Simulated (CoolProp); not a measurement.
Acetone at several states: density (kg/m³) from the reference equation and from simpler models built on Tc = 508.1 K, pc = 4692 kPa, ω = 0.307; each cubic takes its own stable root.

Computed with CoolProp (reference Helmholtz-energy equation of state, Lemmon 2006). It is a short technical equation, of lower accuracy than the large ones.

| T (K) | p (kPa) | phase | reference |
|---|---|---|---|
| 406.8 | 21.6 | gas | 0.3724 |
| 414.8 | 737 | gas | 14.58 |
| 373.3 | 69.2 | gas | 1.320 |
| 185.6 | 1710 | liquid | 906.3 |
| 486.5 | 677 | gas | 10.44 |
| 456.7 | 2710 | liquid | 560.0 |

Q: How far does each simpler model (van der Waals, Redlich-Kwong, Soave-Redlich-Kwong, Peng-Robinson) lie from the reference over these 6 states: mean and median of the absolute difference, and the worst?

A: 
- van der Waals: mean 25.0 %, median 4.7 %, worst -89.4 % at 456.7 K and 2710 kPa
- Redlich-Kwong: mean 10.5 %, median 3.1 %, worst -30.6 % at 456.7 K and 2710 kPa
- Soave-Redlich-Kwong: mean 9.3 %, median 2.5 %, worst -25.7 % at 456.7 K and 2710 kPa
- Peng-Robinson: mean 5.9 %, median 1.8 %, worst -15.9 % at 456.7 K and 2710 kPa

At some of these states van der Waals gives the other phase, because its saturation line lies elsewhere.
